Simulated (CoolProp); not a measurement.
Properties of R141b along the isobar 0.929 MPa (Tc = 477.5 K, pc = 4.212 MPa, ω = 0.220).

The numbers come from the reference Helmholtz-energy equation of state, Lemmon 2006 in CoolProp. It is a short technical equation, of lower accuracy than the large ones.

```json
[
 {"T (K)": "374.9", "phase": "liquid", "Joule-Thomson coefficient (K/MPa)": "___", "expansivity (1/kK)": "2.372"},
 {"T (K)": "382.1", "phase": "liquid", "Joule-Thomson coefficient (K/MPa)": "-0.02530", "expansivity (1/kK)": "2.525"},
 {"T (K)": "389.3", "phase": "gas", "Joule-Thomson coefficient (K/MPa)": "21.93", "expansivity (1/kK)": "4.966"},
 {"T (K)": "396.5", "phase": "gas", "Joule-Thomson coefficient (K/MPa)": "20.06", "expansivity (1/kK)": "4.569"},
 {"T (K)": "403.8", "phase": "gas", "Joule-Thomson coefficient (K/MPa)": "18.45", "expansivity (1/kK)": "4.247"},
 {"T (K)": "411", "phase": "gas", "Joule-Thomson coefficient (K/MPa)": "___", "expansivity (1/kK)": "___"},
 {"T (K)": "418.2", "phase": "gas", "Joule-Thomson coefficient (K/MPa)": "15.91", "expansivity (1/kK)": "3.766"},
 {"T (K)": "425.4", "phase": "gas", "Joule-Thomson coefficient (K/MPa)": "14.87", "expansivity (1/kK)": "3.578"},
 {"T (K)": "432.6", "phase": "gas", "Joule-Thomson coefficient (K/MPa)": "13.95", "expansivity (1/kK)": "3.415"}
]
```

Problem. Complete the blanks.

Solution. 
- 374.9, Joule-Thomson coefficient (K/MPa): -0.07958
- 411, Joule-Thomson coefficient (K/MPa): 17.09
- 411, expansivity (1/kK): 3.985
